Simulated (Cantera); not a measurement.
# Stirred combustor or abatement burner

A perfectly stirred reactor is fed with 4.84 % CH4, 2.03 % C2H6, 19.5 % O2, 73.6 % N2, at 0.230 bar; it is adiabatic with a 600 K inlet, and is followed from long to short residence time, starting on the burning branch (τ in s: 0.23, 0.083, 0.029, 0.01, 0.0037, 0.0013, 0.00047, 0.00017, 5.9e-05).

Computed with Cantera and GRI-Mech 3.0 (53 species, 325 reactions).

```tsv
τ (s)	T (K)	x CH4	x C2H6	x O2	x HCO	x CH2CO	x HO2	x NO
0.23	2217	1.53e-6	9.19e-8	0.0298	3.91e-8	6.86e-8	1.24e-6	0.00201
0.083	2184	3.44e-6	2.46e-7	0.0315	1.07e-7	1.94e-7	1.24e-6	0.00105
0.029	2125	7.57e-6	6.54e-7	0.0339	2.99e-7	5.13e-7	1.41e-6	0.000440
0.010	2047	1.74e-5	1.71e-6	0.0365	8.33e-7	1.17e-6	1.90e-6	0.000167
0.0037	1969	4.06e-5	4.23e-6	0.0390	2.14e-6	2.34e-6	2.71e-6	7.41e-5
0.0013	1893	0.000109	1.16e-5	0.0420	5.82e-6	5.02e-6	4.22e-6	3.68e-5
0.00047	1827	0.000330	3.51e-5	0.0467	1.60e-5	1.26e-5	8.09e-6	2.07e-5
0.00017	1710	0.00191	0.000204	0.0636	5.18e-5	6.08e-5	4.17e-5	8.55e-6
5.9e-5	600	0.0484	0.0203	0.195	<1e-12	<1e-12	<1e-12	<1e-12
```
x: mole fraction; the columns are a selection and need not sum to one.
